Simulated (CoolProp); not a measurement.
R22 along the isotherm 243.9 K: Z from the reference equation and from simpler models built on Tc = 369.3 K, pc = 4.990 MPa, ω = 0.221; each cubic takes its own stable root.

Values from CoolProp's reference Helmholtz-energy equation of state, Kamei 1995.

| p (MPa) | phase | reference |
|---|---|---|
| 2.27 | liquid | 0.07012 |
| 4.54 | liquid | 0.1397 |
| 6.8 | liquid | 0.2084 |
| 9.07 | liquid | 0.2769 |
| 11.3 | liquid | 0.3437 |
| 13.6 | liquid | 0.4122 |
| 15.9 | liquid | 0.4802 |
| 18.1 | liquid | 0.5449 |
| 20.4 | liquid | 0.6122 |
| 22.7 | liquid | 0.6791 |
| 25 | liquid | 0.7456 |

Task: How far does each simpler model (van der Waals, Redlich-Kwong, Soave-Redlich-Kwong, Peng-Robinson) lie from the reference over these 11 states: mean and median of the absolute difference, and the worst?

Result: 
- van der Waals: mean 59.8 %, median 59.2 %, worst +64.9 % at 243.9 K and 2.27 MPa
- Redlich-Kwong: mean 11.8 %, median 11.7 %, worst +13.2 % at 243.9 K and 2.27 MPa
- Soave-Redlich-Kwong: mean 9.3 %, median 9.3 %, worst +10.1 % at 243.9 K and 2.27 MPa
- Peng-Robinson: mean 2.9 %, median 2.9 %, worst -3.1 % at 243.9 K and 25 MPa
